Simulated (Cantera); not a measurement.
A perfectly stirred reactor is fed with H2 : O2 : N2 = 1.5 : 1 : 1.6 (molar parts), equivalence ratio 0.75, at 150 Torr; it is held at 1198 K, and followed from long to short residence time.

Computed with Cantera and GRI-Mech 3.0 (53 species, 325 reactions). The temperature is held fixed by assumption; the heat of reaction is taken as removed at once.

**Question.** Predict: x(H2) at τ = 0.520 s; x(O2) at τ = 0.520 s; x(H) at τ = 0.520 s; x(N2O) at τ = 0.520 s; x(NO) at τ = 0.520 s; x(H2) at τ = 52.0 ms; x(O2) at τ = 52.0 ms; x(H) at τ = 52.0 ms; x(N2O) at τ = 52.0 ms; x(NO) at τ = 52.0 ms.

**Answer.** 
```
Property                  Value
---------------------  --------
x(H2) at τ = 0.520 s   0.000742
x(O2) at τ = 0.520 s     0.0748
x(H) at τ = 0.520 s     5.43e-5
x(N2O) at τ = 0.520 s   1.23e-7
x(NO) at τ = 0.520 s    1.51e-7
x(H2) at τ = 52.0 ms    0.00326
x(O2) at τ = 52.0 ms     0.0757
x(H) at τ = 52.0 ms    0.000535
x(N2O) at τ = 52.0 ms   6.64e-8
x(NO) at τ = 52.0 ms    3.56e-7
```
